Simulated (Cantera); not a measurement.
## Adiabatic ignition

An adiabatic, constant-volume homogeneous reactor starts with H2 : O2 : N2 : NO = 1 : 0.312 : 1.69 : 0.012 (molar parts), at 1700 K and 5.70 bar.

Cantera simulation using GRI-Mech 3.0 (53 species, 325 reactions); the numbers are that mechanism's predictions, not measurements. The hydrogen kinetics of GRI-Mech 3.0 are dated; newer H2 mechanisms differ, most at raised pressure. Above 3000 K some thermodynamic fits are extrapolated.

```csv
t (s),T (K),P (bar),x H2,x O2,x NO,x NO2,x N2
6.00e-6,3029,9.37,0.133,0.00152,0.00428,5.25e-7,0.608
1.68e-5,3109,9.56,0.134,0.00105,0.00404,4.72e-7,0.611
4.72e-5,3111,9.57,0.133,0.00106,0.00365,4.30e-7,0.612
0.000132,3112,9.57,0.133,0.00107,0.00345,4.08e-7,0.612
0.000372,3112,9.57,0.133,0.00107,0.00344,4.07e-7,0.612
0.00104,3112,9.57,0.133,0.00107,0.00344,4.07e-7,0.612
0.00292,3112,9.57,0.133,0.00107,0.00344,4.07e-7,0.612
0.00821,3112,9.57,0.133,0.00107,0.00344,4.07e-7,0.612
0.0230,3112,9.57,0.133,0.00107,0.00344,4.07e-7,0.612
0.0646,3112,9.57,0.133,0.00107,0.00344,4.07e-7,0.612
0.181,3112,9.57,0.133,0.00107,0.00344,4.07e-7,0.612
0.508,3112,9.57,0.133,0.00107,0.00344,4.07e-7,0.612
1.43,3112,9.57,0.133,0.00107,0.00344,4.07e-7,0.612
4.00,3112,9.57,0.133,0.00107,0.00344,4.07e-7,0.612
```
x: mole fraction; the columns are a selection and need not sum to one.

```json
{
 "time_of_steepest_temperature_rise": "1.65 µs",
 "temperature at 4.00 s": "3112 K",
 "equilibrium_temperature": "3112 K",
 "x(H2) at 4.00 s": "0.133 (gas-phase equilibrium 0.133)",
 "x(O2) at 4.00 s": "0.00107 (gas-phase equilibrium 0.00107)",
 "x(NO) at 4.00 s": "0.00344 (gas-phase equilibrium 0.00344)"
}
```
